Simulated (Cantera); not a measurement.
Thermodynamics of silicon nitride deposition, feed SiH2Cl2 + NH3 + H2 + N2

A closed system holds: 1 mol SiH2Cl2, 0.13 mol NH3, 1.7 mol H2, a varied amount of N2, held at 627 °C and 0.0133 bar.

Cantera equilibrium calculation (NASA polynomials, part measured and part estimated; ideal gas, pure solids and liquids). Candidate condensed phases: NH4Cl, Si, Si3N4; 28 gas species. Rates play no part.

From 1.1 mol N2 to 50 mol N2 the condensed part is Si3N4(s). The main Si-bearing gas is SiCl4 throughout. The share of Si in condensed phases is highest at 50 mol N2 (99.1 %) and lowest at 1.1 mol N2 (88.1 %).

| n(N2) (mol) | x N2 | x H2 | x HCl | x SiCl4 | x SiHCl3 | x SiCl3 | n Si3N4(s) |
|---|---|---|---|---|---|---|---|
| 1.1 | 0.133 | 0.490 | 0.351 | 0.0271 | 0.000108 | 5.54e-6 | 0.294 |
| 1.6 | 0.219 | 0.430 | 0.331 | 0.0200 | 7.39e-5 | 4.06e-6 | 0.301 |
| 2.4 | 0.327 | 0.362 | 0.297 | 0.0140 | 4.84e-5 | 2.90e-6 | 0.307 |
| 3.5 | 0.434 | 0.299 | 0.257 | 0.00954 | 3.15e-5 | 2.08e-6 | 0.312 |
| 5.1 | 0.541 | 0.239 | 0.214 | 0.00620 | 1.96e-5 | 1.45e-6 | 0.316 |
| 7.5 | 0.642 | 0.183 | 0.170 | 0.00377 | 1.15e-5 | 9.70e-7 | 0.320 |
| 11 | 0.729 | 0.137 | 0.131 | 0.00218 | 6.48e-6 | 6.30e-7 | 0.323 |
| 16 | 0.799 | 0.101 | 0.0988 | 0.00122 | 3.54e-6 | 4.02e-7 | 0.325 |
| 23 | 0.853 | 0.0734 | 0.0734 | 0.000670 | 1.90e-6 | 2.53e-7 | 0.327 |
| 34 | 0.896 | 0.0515 | 0.0523 | 0.000339 | 9.49e-7 | 1.51e-7 | 0.329 |
| 50 | 0.927 | 0.0359 | 0.0369 | 0.000169 | 4.66e-7 | 8.87e-8 | 0.330 |
x: gas mole fraction; n: condensed amount in mol.
